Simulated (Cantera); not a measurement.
A perfectly stirred reactor is fed with C2H4 : H2 = 1 : 20 (molar parts), at 0.000430 bar; it is held at 1700 K, and followed from long to short residence time.

Computed with Cantera and GRI-Mech 3.0 (53 species, 325 reactions). GRI-Mech 3.0 was tuned for natural gas; its chemistry of ethylene as a main component is partial and can be far from experiment. GRI-Mech 3.0 stops at C3 and has no aromatics, soot or wall deposition, so with more carbon than oxygen in the feed, carbon stays in small species such as C2H2 where larger ones or solid carbon would form. Radical loss at walls, strong at low pressure, is not modelled.

**Question.** What does this change do: pressure from 0.000430 bar to 1.01 bar?

**Answer.** 
| quantity | before | after |
|---|---|---|
| x(C2H4) at τ = 0.420 s | 0.0296 | 0.00173 |
| x(H2) at τ = 0.420 s | 0.953 | 0.945 |
| x(C2H2) at τ = 0.420 s | 0.0172 | 0.0363 |
| x(C2H6) at τ = 0.420 s | 3.48e-9 | 2.77e-6 |
| x(CH4) at τ = 0.420 s | 5.29e-7 | 0.0165 |
| x(C2H4) at τ = 13.0 ms | 0.0468 | 0.00372 |
| x(H2) at τ = 13.0 ms | 0.952 | 0.953 |
| x(C2H2) at τ = 13.0 ms | 0.000747 | 0.0408 |
| x(C2H6) at τ = 13.0 ms | 2.44e-9 | 3.61e-6 |
| x(CH4) at τ = 13.0 ms | 4.72e-9 | 0.00241 |
